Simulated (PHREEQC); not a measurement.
Make-up at 25 °C: 0.0018 mol Na2S and 0.0026 mol NaHCO3 per kg of water. Closed to the air; pH follows from the charge balance.

Equilibrium calculation in PHREEQC: ion-association model, phreeqc.dat.

Precipitation was switched off in this run.

### Question
Estimate the pH, specific conductance.

### Answer
pH 10.35; specific conductance 669 µS/cm.

### Question
In which forms is C present?

### Answer
CO3-2 55 %, HCO3- 40 %, NaCO3- 4.4 % of the C.

Complexes and solids missing from the database can't appear.
